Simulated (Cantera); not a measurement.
A perfectly stirred reactor is fed with 32.8 % H2, 12.6 % O2, 47.6 % N2, 5.91 % H2O, 1.02 % CO2, at 760 Torr; it is adiabatic with a 775 K inlet, and is followed from long to short residence time, starting on the burning branch (τ in s: 0.14, 0.049, 0.017, 0.0061, 0.0021, 0.00075, 0.00026, 9.2e-05, 3.2e-05).

Computed with Cantera and GRI-Mech 3.0 (53 species, 325 reactions).

### Question
Predict: blow-out, bracketed by the residence times tried; x(H2) at τ = 0.140 s; x(O2) at τ = 0.140 s; x(H2O) at τ = 0.140 s; x(OH) at τ = 0.140 s; x(NO) at τ = 0.140 s; x(H2) at τ = 2.10 ms; x(O2) at τ = 2.10 ms; x(H2O) at τ = 2.10 ms; x(OH) at τ = 2.10 ms; x(NO) at τ = 2.10 ms.

### Answer
- blow-out, bracketed by the residence times tried: burning at 32.0 µs, the shortest tried
- x(H2) at τ = 0.140 s: 0.0810
- x(O2) at τ = 0.140 s: 0.000576
- x(H2O) at τ = 0.140 s: 0.353
- x(OH) at τ = 0.140 s: 0.00582
- x(NO) at τ = 0.140 s: 0.000879
- x(H2) at τ = 2.10 ms: 0.0829
- x(O2) at τ = 2.10 ms: 0.00256
- x(H2O) at τ = 2.10 ms: 0.340
- x(OH) at τ = 2.10 ms: 0.0109
- x(NO) at τ = 2.10 ms: 0.000246
